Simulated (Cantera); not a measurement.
**V + N2O + H2 + NH3 (tantalum, niobium, vanadium and zirconium in process gases)**

A closed system holds: 1 mol V, 6.5 mol N2O, 32 mol H2, 0.97 mol NH3, held at 75.0 Torr.

Method: chemical equilibrium by Gibbs-energy minimisation in Cantera with the NASA 1993 tables (ideal gas, pure condensed phases). Candidate condensed phases: H2O, V, VN, VO, V2O3, V2O4, V2O5; 28 gas species. Condensed phases not in the tables: the oxides between V2O3 and V2O5 other than VO2. The numbers say what is thermodynamically allowed, not how fast it happens.

From 1475 K to 2225 K the condensed part is V2O3(s). At 2375 K the condensed part is V2O3(l). From 2525 K to 2675 K nothing is condensed. The main V-bearing gas is VO2 throughout.

```
T (K)  log p H2  log p N2  log p H  log p H2O  log p VO2  log p OH  log p VO  log p O  n V2O3(s)  n V2O3(l)
-----  --------  --------  -------  ---------  ---------  --------  --------  -------  ---------  ---------
1475      -1.15     -1.76    -5.46      -1.91      -8.85     -7.80    -11.46   -12.17      0.500          0
1625      -1.15     -1.76    -4.73      -1.91      -7.30     -6.86     -9.56   -10.52      0.500          0
1775      -1.15     -1.76    -4.11      -1.91      -6.03     -6.08     -7.99    -9.15      0.500          0
1925      -1.15     -1.76    -3.60      -1.91      -4.96     -5.41     -6.68    -7.98      0.498          0
2075      -1.16     -1.76    -3.15      -1.91      -4.06     -4.85     -5.57    -6.99      0.482          0
2225      -1.16     -1.77    -2.77      -1.92      -3.29     -4.37     -4.61    -6.14      0.390          0
2375      -1.18     -1.78    -2.44      -1.97      -2.66     -3.98     -3.80    -5.42          0    0.00518
2525      -1.20     -1.79    -2.15      -1.98      -2.68     -3.61     -3.68    -4.75          0          0
2675      -1.23     -1.80    -1.90      -2.01      -2.70     -3.28     -3.59    -4.15          0          0
```
log p: log10 of the partial pressure in bar; n: condensed amount in mol.
